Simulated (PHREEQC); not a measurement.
Make-up at 65 °C and 50 atm: 0.18 mol KHCO3, 0.0019 mol Na2B4O7 and 0.046 mol NaCl per kg of water. Closed to the air; pH follows from the charge balance.

All values are PHREEQC results (Pitzer model, pitzer.dat), not measurements.

Question: The ionic strength comes out as 0.235 mol/kgw. What activity coefficients do Na+, HCO3-, B(OH)4-, CO3-2, OH- get?

Answer: Na+ 0.72, HCO3- 0.70, B(OH)4- 0.64, CO3-2 0.21, OH- 0.71. Single-ion values are on the MacInnes scale.

Precipitation was switched off in this run. Under pressure, the constants of complexes without a molar volume in the database are unreliable. Away from 25 °C the constants follow the database's enthalpies or fits; those with neither stay at their 25 °C values.
